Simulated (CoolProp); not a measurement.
Aqueous calcium chloride as a coolant, at 39 °C, 1 atm.

Model: Melinder's fits for secondary coolants, in CoolProp.

```tsv
mass %	freezing point (°C)	Prandtl number	conductivity (W/(m K))	density (kg/m³)	cp (kJ/(kg K))
1.9	-0.9	4.60	0.627	1006	4.076
5.7	-2.8	4.88	0.623	1039	___
9.4	-5.3	5.15	0.618	1073	3.681
13.2	-9.0	5.53	0.613	1109	3.478
17	-13.7	6.13	0.607	___	___
20.8	-19.7	7.07	0.602	1178	3.118
24.6	___	8.45	0.595	___	2.980
28.4	-40.6	10.4	0.589	1253	2.868
```

**Question.** What belongs in the gaps?

**Answer.** 
- 5.7, cp (kJ/(kg K)): 3.878
- 17, density (kg/m³): 1144
- 17, cp (kJ/(kg K)): 3.286
- 24.6, freezing point (°C): -28.0
- 24.6, density (kg/m³): 1214
